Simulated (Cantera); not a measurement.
A freely propagating, adiabatic, planar premixed flame of H2 : O2 : N2 = 1 : 0.926 : 3.48 (molar parts), equivalence ratio 0.54, unburnt at 348 K and 5.00 bar; mixture-averaged transport, grid criteria slope 0.08 and curve 0.16, no radiation.

Model: the H2/O2 subset of GRI-Mech 3.0, which has no nitrogen chemistry, integrated in Cantera. The hydrogen kinetics of GRI-Mech 3.0 are dated; newer H2 mechanisms differ, most at raised pressure. Burning velocities carry a grid error of a few per cent, more on coarse grids. Lean hydrogen flames are cellular in practice and burn faster than this planar one.

x: mole fraction of selected species; z is measured from the peak of heat release.

```tsv
z (mm)	T (K)	u (m/s)	x H2	x O2	x H2O2	x H	x H2O	x HO2
-0.349	349	0.310	0.180	0.172	6.45e-8	<1e-8	3.46e-5	2.21e-8
-0.233	355	0.311	0.167	0.175	1.44e-6	<1e-8	0.000606	4.93e-7
-0.175	373	0.322	0.150	0.177	8.41e-6	<1e-8	0.00302	3.08e-6
-0.116	452	0.379	0.118	0.179	5.03e-5	<1e-8	0.0154	2.49e-5
-0.0582	769	0.626	0.0686	0.164	0.000214	8.15e-7	0.0648	0.000281
-0.0291	1080	0.875	0.0419	0.142	0.000211	0.000103	0.109	0.000495
0	1393	1.13	0.0191	0.116	2.17e-5	0.000646	0.155	0.000296
0.0291	1573	1.28	0.00697	0.0991	3.77e-6	0.000724	0.180	0.000148
0.0582	1653	1.34	0.00273	0.0932	2.31e-6	0.000399	0.190	7.90e-5
0.116	1704	1.38	0.000686	0.0910	1.15e-6	8.40e-5	0.195	2.66e-5
0.233	1721	1.39	0.000128	0.0908	4.35e-7	8.55e-6	0.197	5.99e-6
0.466	1725	1.40	?	0.0909	?	?	0.198	?
0.932	1726	1.40	?	0.0909	?	?	0.198	?
```

Task: Complete the blanks.

Result: 
- 0.466, x H2: 2.36e-5
- 0.466, x H2O2: 1.62e-7
- 0.466, x H: 9.42e-7
- 0.466, x HO2: 1.59e-6
- 0.932, x H2: 9.30e-6
- 0.932, x H2O2: 9.66e-8
- 0.932, x H: 2.98e-7
- 0.932, x HO2: 9.58e-7
